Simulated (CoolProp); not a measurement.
Vapour-liquid equilibrium of CH2F2 (R32) (1) + R1234ze(E) (2) at 1.32 bar; x and y are mole fractions of (1).

Computed with CoolProp (multi-fluid Helmholtz-energy mixture model, Tillner-Roth 1997 and Thol 2016; pair parameters Bell 2023).

```json
[
 {"x": "0.05", "bubble temperature, mixture model (°C)": "[?]", "bubble temperature, Raoult's law (°C)": "-16.2", "y, mixture model": "0.199", "y, Raoult's law": "0.177"},
 {"x": "0.125", "bubble temperature, mixture model (°C)": "-22.4", "bubble temperature, Raoult's law (°C)": "-20.6", "y, mixture model": "0.409", "y, Raoult's law": "0.375"},
 {"x": "0.2", "bubble temperature, mixture model (°C)": "-26.7", "bubble temperature, Raoult's law (°C)": "-24.4", "y, mixture model": "0.551", "y, Raoult's law": "0.519"},
 {"x": "0.275", "bubble temperature, mixture model (°C)": "-30.1", "bubble temperature, Raoult's law (°C)": "-27.7", "y, mixture model": "0.649", "y, Raoult's law": "0.626"},
 {"x": "0.35", "bubble temperature, mixture model (°C)": "-32.9", "bubble temperature, Raoult's law (°C)": "-30.6", "y, mixture model": "0.720", "y, Raoult's law": "0.708"},
 {"x": "0.425", "bubble temperature, mixture model (°C)": "-35.2", "bubble temperature, Raoult's law (°C)": "-33.1", "y, mixture model": "0.774", "y, Raoult's law": "0.772"},
 {"x": "0.5", "bubble temperature, mixture model (°C)": "[?]", "bubble temperature, Raoult's law (°C)": "-35.4", "y, mixture model": "0.817", "y, Raoult's law": "0.823"},
 {"x": "0.575", "bubble temperature, mixture model (°C)": "-38.9", "bubble temperature, Raoult's law (°C)": "-37.5", "y, mixture model": "0.852", "y, Raoult's law": "0.865"},
 {"x": "0.65", "bubble temperature, mixture model (°C)": "-40.4", "bubble temperature, Raoult's law (°C)": "-39.4", "y, mixture model": "[?]", "y, Raoult's law": "0.899"},
 {"x": "0.725", "bubble temperature, mixture model (°C)": "-41.8", "bubble temperature, Raoult's law (°C)": "-41.1", "y, mixture model": "0.911", "y, Raoult's law": "0.928"},
 {"x": "0.8", "bubble temperature, mixture model (°C)": "-43.1", "bubble temperature, Raoult's law (°C)": "-42.7", "y, mixture model": "[?]", "y, Raoult's law": "0.952"},
 {"x": "0.875", "bubble temperature, mixture model (°C)": "[?]", "bubble temperature, Raoult's law (°C)": "-44.1", "y, mixture model": "[?]", "y, Raoult's law": "0.972"},
 {"x": "0.95", "bubble temperature, mixture model (°C)": "-45.5", "bubble temperature, Raoult's law (°C)": "-45.5", "y, mixture model": "0.985", "y, Raoult's law": "0.990"}
]
```

Q: What belongs in the gaps?

A: 
- 0.05, bubble temperature, mixture model (°C): -17.0
- 0.5, bubble temperature, mixture model (°C): -37.2
- 0.65, y, mixture model: 0.883
- 0.8, y, mixture model: 0.937
- 0.875, bubble temperature, mixture model (°C): -44.3
- 0.875, y, mixture model: 0.961

The largest gap from Raoult's law is -2.4 K in bubble temperature, at x = 0.275. No azeotrope shows between x = 0.05 and 0.95.

The pair parameters rest on a limited set of measurements; away from them the model extrapolates.
